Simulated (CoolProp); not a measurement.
Oxygen along the isobar 7.49 MPa: density (kg/m³) from the reference equation and from simpler models built on Tc = 154.6 K, pc = 5.046 MPa, ω = 0.022; each cubic takes its own stable root.

The numbers come from the reference Helmholtz-energy equation of state, Schmidt 1985 in CoolProp. Above 300 K oxygen's equation is extrapolated.

```csv
T (K),phase,reference,van der Waals,Redlich-Kwong,Soave-Redlich-Kwong,Peng-Robinson
113.7,liquid,1040,732.8,1036,1031,1163
135.6,liquid,905.0,646.7,868.9,867.9,976.9
157.6,supercritical,675.9,515.4,602.3,601.7,663.5
179.5,supercritical,261.1,277.4,259.2,256.5,271.1
201.5,supercritical,185.5,193.3,185.7,183.6,191.7
223.4,supercritical,151.8,157.4,152.3,150.4,155.9
245.4,supercritical,130.7,135.1,131.3,129.5,133.6
267.3,supercritical,115.9,119.4,116.5,114.8,118.0
289.2,supercritical,104.6,107.6,105.2,103.7,106.3
311.2,supercritical,95.57,98.07,96.13,94.77,96.89
333.1,supercritical,88.19,90.34,88.74,87.49,89.26
355.1,supercritical,81.97,83.82,82.49,81.35,82.86
377,supercritical,76.67,78.29,77.18,76.13,77.42
399,supercritical,72.06,73.47,72.54,71.57,72.69
420.9,supercritical,68.03,69.28,68.48,67.60,68.57
442.9,supercritical,64.44,65.55,64.87,64.06,64.92
```
